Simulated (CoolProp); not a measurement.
Properties of nitrogen along the isobar 38.6 bar (Tc = -147.0 °C, pc = 33.96 bar, ω = 0.037).

Values from CoolProp's reference Helmholtz-energy equation of state, Span 2000.

| T (°C) | phase | speed of sound (m/s) | Prandtl number |
|---|---|---|---|
| -200.95 | liquid | 931.0 | 2.64 |
| -174.75 | liquid | [?] | 1.70 |
| -148.45 | liquid | [?] | 2.73 |
| -122.25 | supercritical | [?] | 1.08 |
| -95.95 | supercritical | 263.0 | 0.881 |
| -69.75 | supercritical | 289.0 | 0.814 |
| -43.55 | supercritical | 311.2 | 0.780 |
| -17.25 | supercritical | 331.0 | 0.760 |
| 8.95 | supercritical | 349.0 | 0.746 |
| 35.25 | supercritical | [?] | 0.735 |
| 61.45 | supercritical | 381.5 | 0.728 |
| 87.65 | supercritical | 396.3 | 0.722 |

Problem. Some entries are withheld; supply them.

Solution. 
- -174.75, speed of sound (m/s): 674.0
- -148.45, speed of sound (m/s): 309.6
- -122.25, speed of sound (m/s): 229.1
- 35.25, speed of sound (m/s): 365.8

Viscosity comes from a separate model (Lemmon 2004). Thermal conductivity comes from a separate model (Lemmon 2004).
